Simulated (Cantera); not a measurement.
**Ignition delay**

Mixture: CO : H2 : O2 : N2 = 1 : 0.054 : 1.1 : 3.18 (molar parts), equivalence ratio 0.48, at 3680 Torr, adiabatic and at constant pressure. Ignition delay is the time to a rise of 400 K.

Computed with Cantera and GRI-Mech 3.0 (53 species, 325 reactions). The hydrogen kinetics of GRI-Mech 3.0 are dated; newer H2 mechanisms differ, most at raised pressure. Where the delays flatten at high temperature, the 400 K rule measures the pace of heat release, not the induction time.

| T0 (K) | delay (ms) |
|---|---|
| 1300 | 0.0369 |
| 1400 | 0.0250 |
| 1500 | 0.0197 |
| 1600 | 0.0169 |
| 1700 | 0.0154 |
| 1800 | 0.0146 |
| 1900 | 0.0144 |
| 2000 | 0.0146 |
